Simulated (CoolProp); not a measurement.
A single-stage vapour-compression cycle with methanol: evaporating at 306.15 K (dew point), condensing at 348.15 K (bubble point), superheat 5 K, subcooling 5 K, compressor efficiency 0.9, no pressure losses. Each further row changes one setting.

The numbers come from the reference Helmholtz-energy equation of state, de Reuck 1993 in CoolProp.

```
case                              cooling COP  pressure ratio  discharge temperature (K)  refrigerating effect (kJ/kg)  volumetric capacity (kJ/m³)
--------------------------------  -----------  --------------  -------------------------  ----------------------------  ---------------------------
as stated                                5.88            5.95                      425.4                          1070                          344
evaporating temperature 311.15 K         6.89            4.67                      413.7                          1080                          434
condensing temperature 343.15 K          6.76            4.93                      412.2                          1090                          349
subcooling 10 K                          5.96            5.95                      425.4                          1090                          349
superheat 15 K                           5.75            5.95                      441.8                          1090                          338
compressor efficiency 0.8                5.23            5.95                      438.3                          1070                          344
```
